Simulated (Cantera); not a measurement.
A closed system holds: 1 mol Si3H8, 0.95 mol Cl2, 170 mol H2, equilibrated at 323 Torr.

These are equilibrium values from Cantera (NASA tables, ideal gas, pure condensed phases), not measurements of a reactor. Candidate condensed phases: Si; 19 gas species. The feed counts by its element totals alone. Rates play no part. All values below are at 875 K.

Base state: H2 0.996, SiHCl3 0.00161, HCl 0.00141, SiCl4 0.00104, SiH2Cl2 0.000227 (mole fractions); condensed: Si(s).

**Question.** What changes in the equilibrium state with this change: Si3H8 replaced by SiHCl3?

**Answer.** 
| species | before | after |
|---|---|---|
| H2 | 0.996 | 0.987 |
| HCl | 0.00141 | 0.00673 |
| SiCl4 | 0.00104 | 0.00437 |
| SiH2Cl2 | 0.000227 | 4.12e-5 |
| SiHCl3 | 0.00161 | 0.00140 |
| Si(s), mol | 2.50 | 0 |

**Question.** What changes in the equilibrium state with this change: Si3H8 replaced by Si2Cl6?

**Answer.** 
```tsv
species	before	after
H2	0.996	0.984
SiCl4	0.00104	0.00735
SiHCl3	0.00161	0.00405
HCl	0.00141	0.00391
SiCl3	6.79e-6	1.72e-5
SiH2Cl2	0.000227	0.000204
Si(s), mol	2.50	0
```
The tables' values for SiCl3 are old estimates; treat these amounts as uncertain.
